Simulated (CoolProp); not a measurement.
1,2-dichloroethane at 353.51 K and 0.0728 MPa is throttled through a valve to 0.0315 MPa with no heat exchange. Each further row changes one setting.

The numbers come from the reference Helmholtz-energy equation of state, Thol 2015 in CoolProp.

```json
[
 {"case": "as stated", "temperature change (K)": "…", "final density (kg/m³)": "…"},
 {"case": "outlet pressure 0.00945 MPa", "temperature change (K)": "…", "final density (kg/m³)": "0.321"},
 {"case": "outlet pressure 0.041 MPa", "temperature change (K)": "…", "final density (kg/m³)": "…"}
]
```

Question: Complete the blanks.

Answer: 
- as stated, temperature change (K): -1.3
- as stated, final density (kg/m³): 1.07
- outlet pressure 0.00945 MPa, temperature change (K): -2.0
- outlet pressure 0.041 MPa, temperature change (K): -1.0
- outlet pressure 0.041 MPa, final density (kg/m³): 1.40
